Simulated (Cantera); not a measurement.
**Adiabatic ignition**

An adiabatic, constant-volume homogeneous reactor starts with 6.03 % CH4, 19.8 % O2, 74.2 % N2, at 1123 K and 1.00 bar.

Computed with Cantera and GRI-Mech 3.0 (53 species, 325 reactions).

```tsv
t (s)	T (K)	P (bar)	x CH4	x O2	x HO2	x OH	x CO2	x CO	x N2O
9.00e-6	1123	1.00	0.0603	0.198	1.04e-9	<1e-12	<1e-12	<1e-12	<1e-12
2.23e-5	1123	1.00	0.0603	0.198	2.57e-9	1.70e-12	<1e-12	<1e-12	<1e-12
5.54e-5	1123	1.00	0.0603	0.198	6.36e-9	4.00e-12	<1e-12	<1e-12	<1e-12
0.000137	1123	1.00	0.0603	0.198	1.57e-8	1.01e-11	<1e-12	<1e-12	<1e-12
0.000341	1123	1.00	0.0603	0.198	3.82e-8	2.77e-11	<1e-12	1.84e-12	<1e-12
0.000845	1123	1.000	0.0603	0.198	9.06e-8	8.56e-11	<1e-12	3.12e-11	<1e-12
0.00210	1123	1.00	0.0603	0.198	1.97e-7	3.18e-10	6.01e-12	6.33e-10	<1e-12
0.00520	1123	1.00	0.0603	0.198	3.09e-7	1.30e-9	2.43e-10	1.95e-8	2.64e-12
0.0129	1123	1.00	0.0603	0.198	4.13e-7	2.53e-9	3.87e-9	5.34e-7	1.01e-11
0.0320	1124	1.00	0.0602	0.198	9.12e-7	4.94e-9	2.82e-8	7.85e-6	4.44e-11
0.0793	1131	1.01	0.0593	0.197	4.03e-6	3.01e-8	8.79e-7	0.000182	3.38e-10
0.197	2522	2.26	<1e-12	0.0699	8.61e-6	0.0102	0.0542	0.00566	1.07e-6
0.488	2522	2.26	<1e-12	0.0699	8.61e-6	0.0102	0.0542	0.00566	1.07e-6
1.21	2522	2.26	<1e-12	0.0699	8.61e-6	0.0102	0.0542	0.00566	1.07e-6
3.00	2522	2.26	<1e-12	0.0699	8.61e-6	0.0102	0.0542	0.00566	1.07e-6
```
x: mole fraction; the columns are a selection and need not sum to one.

time of steepest temperature rise: 0.108 s
temperature at 3.00 s: 2522 K
equilibrium temperature: 2522 K
x(CH4) at 3.00 s: <1e-12 (gas-phase equilibrium <1e-12)
x(O2) at 3.00 s: 0.0699 (gas-phase equilibrium 0.0699)
x(HO2) at 3.00 s: 8.61e-6 (gas-phase equilibrium 8.61e-6)
